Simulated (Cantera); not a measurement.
# Aluminium nitride and oxide growth: AlCl3 + HCl + N2

A closed system holds: 1 mol AlCl3, 1.8 mol HCl, 5.7 mol N2, held at 0.580 bar.

Method: chemical equilibrium by Gibbs-energy minimisation in Cantera with the NASA 1993 tables (ideal gas, pure condensed phases). Candidate condensed phases: Al, AlCl3, AlN, NH4Cl; 20 gas species. The tables' values for AlCl2 are old estimates; treat these amounts as uncertain. The numbers say what is thermodynamically allowed, not how fast it happens.

```tsv
T (K)	log p N2	log p HCl	log p AlCl3	log p Al2Cl6	log p Cl	log p H2	log p AlCl2
898	-0.41	-0.91	-1.19	-2.70	-7.52	-6.72	-11.10
973	-0.41	-0.91	-1.17	-3.18	-6.77	-6.27	-9.93
1048	-0.41	-0.91	-1.17	-3.61	-6.12	-5.88	-8.93
1123	-0.41	-0.91	-1.17	-3.99	-5.58	-5.51	-8.07
1198	-0.41	-0.91	-1.17	-4.32	-5.11	-5.17	-7.30
1273	-0.41	-0.91	-1.17	-4.60	-4.70	-4.85	-6.61
1348	-0.41	-0.91	-1.17	-4.85	-4.35	-4.56	-6.00
1423	-0.41	-0.91	-1.17	-5.07	-4.03	-4.28	-5.45
1498	-0.41	-0.91	-1.17	-5.27	-3.75	-4.04	-4.95
1573	-0.41	-0.91	-1.17	-5.45	-3.50	-3.81	-4.50
1648	-0.41	-0.91	-1.17	-5.61	-3.26	-3.61	-4.09
1723	-0.41	-0.91	-1.17	-5.75	-3.05	-3.43	-3.73
```
log p: log10 of the partial pressure in bar; nothing condenses.

From 898 K to 1723 K nothing is condensed. The main Al-bearing gas is AlCl3 throughout.
